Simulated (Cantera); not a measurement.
An isothermal, constant-pressure homogeneous reactor starts with 54.1 % CH4, 45.9 % CO2, at 1375 K and 5.00 bar.

Cantera simulation using GRI-Mech 3.0 (53 species, 325 reactions); the numbers are that mechanism's predictions, not measurements.

Task: Predict: x(CH4) at 2.00 s; x(CO2) at 2.00 s; x(C2H6) at 2.00 s; x(CH3) at 2.00 s; x(OH) at 2.00 s; x(C2H4) at 2.00 s.

Result: 
```json
{
 "x(CH4) at 2.00 s": "0.333 (gas-phase equilibrium 0.0430)",
 "x(CO2) at 2.00 s": "0.330 (gas-phase equilibrium 0.000328)",
 "x(C2H6) at 2.00 s": "0.000580 (gas-phase equilibrium 7.65e-6)",
 "x(CH3) at 2.00 s": "1.88e-5 (gas-phase equilibrium 1.91e-6)",
 "x(OH) at 2.00 s": "4.60e-9 (gas-phase equilibrium 2.72e-11)",
 "x(C2H4) at 2.00 s": "0.0284 (gas-phase equilibrium 0.000131)"
}
```
